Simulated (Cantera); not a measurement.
A perfectly stirred reactor is fed with 3.11 % C2H4, 96.5 % H2, 0.343 % H2O, at 26.0 Pa; it is held at 1600 K, and followed from long to short residence time.

Model: GRI-Mech 3.0 (53 species, 325 reactions), integrated in Cantera. GRI-Mech 3.0 was tuned for natural gas; its chemistry of ethylene as a main component is partial and can be far from experiment. GRI-Mech 3.0 stops at C3 and has no aromatics, soot or wall deposition, so with more carbon than oxygen in the feed, carbon stays in small species such as C2H2 where larger ones or solid carbon would form. Radical loss at walls, strong at low pressure, is not modelled.

x: mole fraction; the columns are a selection and need not sum to one.

| τ (s) | x C2H4 | x H2 | x C2H2 | x CH2 | x C2H | x C2H6 |
|---|---|---|---|---|---|---|
| 0.72 | 0.0263 | 0.966 | 0.00467 | 4.33e-11 | 6.60e-11 | 2.44e-9 |
| 0.38 | 0.0285 | 0.966 | 0.00261 | 2.47e-11 | 1.97e-11 | 2.39e-9 |
| 0.20 | 0.0297 | 0.965 | [?] | 1.34e-11 | 5.63e-12 | [?] |
| 0.11 | 0.0303 | 0.965 | 0.000791 | 7.40e-12 | 1.73e-12 | 1.81e-9 |
| 0.056 | 0.0307 | 0.965 | 0.000407 | 3.67e-12 | <1e-12 | 1.33e-9 |
| 0.029 | 0.0309 | 0.965 | 0.000212 | 1.79e-12 | <1e-12 | 8.68e-10 |
| 0.015 | 0.0310 | 0.965 | 0.000110 | <1e-12 | <1e-12 | 5.09e-10 |
| 0.0081 | 0.0311 | 0.965 | 5.93e-5 | <1e-12 | <1e-12 | 2.82e-10 |
| 0.0043 | 0.0311 | 0.965 | 3.15e-5 | <1e-12 | <1e-12 | 1.42e-10 |
| 0.0023 | 0.0311 | 0.965 | [?] | <1e-12 | <1e-12 | 6.55e-11 |

**Question.** Complete the blanks.

**Answer.** 
- 0.20, x C2H2: 0.00142
- 0.20, x C2H6: 2.16e-9
- 0.0023, x C2H2: 1.69e-5
